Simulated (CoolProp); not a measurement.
Vapour-liquid equilibrium of propane (1) + n-pentane (2) at 41.1 kPa; x and y are mole fractions of (1).

Computed with CoolProp (multi-fluid Helmholtz-energy mixture model, Lemmon 2009 and Thol 2019; pair parameters Kunz 2012).

### Question
Give the bubble temperature and the first vapour's composition at x = 0.05, 0.65, 0.75. Is there an azeotrope?

### Answer
x = 0.05: 266.7 K, y = 0.576; x = 0.65: 219.8 K, y = 0.989; x = 0.75: 217.4 K, y = 0.993. No azeotrope shows between x = 0.05 and 0.95.

Pair parameters are fitted to limited data, so mixtures are less certain than the pure fluids.
